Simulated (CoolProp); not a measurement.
Saturation properties of carbon monoxide (Tc = -140.3 °C, pc = 34.98 bar, ω = 0.050).

Computed with CoolProp (reference Helmholtz-energy equation of state, Lemmon 2006). It is a short technical equation, of lower accuracy than the large ones.

| T (°C) | p (bar) | liquid density (kg/m³) | vapour density (kg/m³) | liquid cp (kJ/(kg K)) |
|---|---|---|---|---|
| -172.45 | 5.731 | 701.7 | 22.30 | 2.318 |
| -169.55 | 7.039 | 685.7 | 27.31 | 2.375 |
| -166.75 | 8.494 | 669.5 | 32.99 | 2.444 |
| -163.95 | 10.15 | 652.5 | 39.64 | 2.530 |
| -161.05 | 12.10 | 633.7 | 47.75 | 2.643 |
| -158.25 | 14.23 | 614.3 | 57.01 | 2.787 |
| -155.45 | 16.61 | 593.4 | 68.03 | 2.982 |
| -152.55 | 19.36 | 569.4 | 81.88 | 3.273 |
| -149.75 | 22.32 | 543.3 | 98.49 | 3.713 |
| -146.95 | 25.61 | 512.7 | 119.9 | 4.509 |
| -144.05 | 29.39 | 472.3 | 151.4 | 6.565 |

It boils at -191.5 °C under 1 atm.
